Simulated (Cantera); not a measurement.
A closed system holds: 1 mol SiC, 0.015 mol CO2, 1.3 mol H2, 0.041 mol H2O, held at 1225 °C and 1.20 mbar.

These are equilibrium values from Cantera (NASA tables, ideal gas, pure condensed phases), not measurements of a reactor. Candidate condensed phases: C, C6H6, C7H8, C8H18, H2O, Si, SiC, SiO2; 123 gas species. Rates play no part.

Base state: H2 0.949, CO 0.0304, SiO 0.0198, H 0.000483 (mole fractions); condensed: SiC(s).

Q: What changes in the equilibrium state with this change: temperature from 1225 °C to 1927 °C?

A: 
```json
[
 {"species": "H2", "before": "0.949", "after": "0.769"},
 {"species": "H", "before": "0.000483", "after": "0.143"},
 {"species": "CO", "before": "0.0304", "after": "0.0438"},
 {"species": "Si", "before": "1.11e-6", "after": "0.0368"},
 {"species": "SiO", "before": "0.0198", "after": "0.000774"},
 {"species": "SiC2", "before": "<1e-9", "after": "0.00284"},
 {"species": "Si2C", "before": "1.66e-9", "after": "0.00216"},
 {"species": "Si2", "before": "<1e-9", "after": "7.06e-5"},
 {"species": "C2H2 (acetylene)", "before": "2.50e-8", "after": "0.00158"},
 {"species": "C2H", "before": "<1e-9", "after": "1.01e-5"},
 {"species": "SiC(s), mol", "before": "0.972", "after": "0.928"}
]
```
Gases not in the tables: Si2H6 and higher silanes.
